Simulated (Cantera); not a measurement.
## Equilibrium for silicon oxide and oxynitride deposition: HMDSO + CO2

Charge: 1 mol HMDSO, 0.23 mol CO2, at 1475 K.

Equilibrium computed with Cantera from the NASA thermochemical tables; the gas is ideal and each condensed phase is pure. Candidate condensed phases: C, C6H6, C7H8, C8H18, H2O, Si, SiC, SiO2; 123 gas species. The feed counts by its element totals alone. Mutual solubility and eutectic melting of coexisting phases are not modelled. The tables hold silica as quartz up to 1696 K and as liquid above; real silica turns to tridymite and cristobalite and melts near 1996 K. Kinetics and transport are ignored.

```json
[
 {"P (Pa)": "5", "x H2": "0.859", "x CO": "0.139", "x CH4": "1.07e-7", "x H": "0.00170", "n C(graphite)": "2.78", "n SiC(s)": "2.00", "n SiO2(β-quartz)": "0"},
 {"P (Pa)": "21", "x H2": "0.860", "x CO": "0.139", "x CH4": "4.51e-7", "x H": "0.000830", "n C(graphite)": "2.78", "n SiC(s)": "2.00", "n SiO2(β-quartz)": "0"},
 {"P (Pa)": "85", "x H2": "0.860", "x CO": "0.139", "x CH4": "1.83e-6", "x H": "0.000413", "n C(graphite)": "2.77", "n SiC(s)": "2.00", "n SiO2(β-quartz)": "0"},
 {"P (Pa)": "350", "x H2": "0.860", "x CO": "0.139", "x CH4": "7.53e-6", "x H": "0.000203", "n C(graphite)": "2.77", "n SiC(s)": "2.00", "n SiO2(β-quartz)": "0"},
 {"P (Pa)": "1400", "x H2": "0.860", "x CO": "0.139", "x CH4": "3.01e-5", "x H": "0.000102", "n C(graphite)": "2.77", "n SiC(s)": "2.00", "n SiO2(β-quartz)": "0"},
 {"P (Pa)": "5900", "x H2": "0.860", "x CO": "0.139", "x CH4": "0.000127", "x H": "4.95e-5", "n C(graphite)": "2.77", "n SiC(s)": "2.00", "n SiO2(β-quartz)": "0"},
 {"P (Pa)": "24000", "x H2": "0.937", "x CO": "0.0626", "x CH4": "0.000612", "x H": "2.56e-5", "n C(graphite)": "4.05", "n SiC(s)": "1.57", "n SiO2(β-quartz)": "0.429"},
 {"P (Pa)": "100000", "x H2": "0.982", "x CO": "0.0150", "x CH4": "0.00280", "x H": "1.29e-5", "n C(graphite)": "4.73", "n SiC(s)": "1.34", "n SiO2(β-quartz)": "0.661"}
]
```
x: gas mole fraction; n: condensed amount in mol.

From 5.00e-5 bar to 0.0590 bar the condensed part is C(graphite) + SiC(s). From 0.240 bar to 1.00 bar the condensed part is C(graphite) + SiC(s) + SiO2(β-quartz). The main Si-bearing gas is SiO throughout.
